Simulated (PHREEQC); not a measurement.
0.4 g of hydrous ferric oxide (600 m²/g; 0.2 weak and 0.005 strong sites per Fe, Dzombak-Morel constants, diffuse double layer) in 1 kg of water with 0.005 mol/kgw of an inert sodium salt and 0.13 mmol/kgw BaCl2, at 25 °C; the pH is set by adding NaOH or the inert anion's acid. Oxygen alone is held at its pressure in air (log pO2 = -0.68). CO2 from the air is kept out. Precipitation was switched off in this run.

The series has 17 steps of pH, from 4 to 10.

The numbers come from PHREEQC with the ion-association model, wateq4f.dat.

Q: Near which pH is half of the Ba sorbed, and on which side is more sorbed?

A: Near pH 9.4, with more sorbed at higher pH.
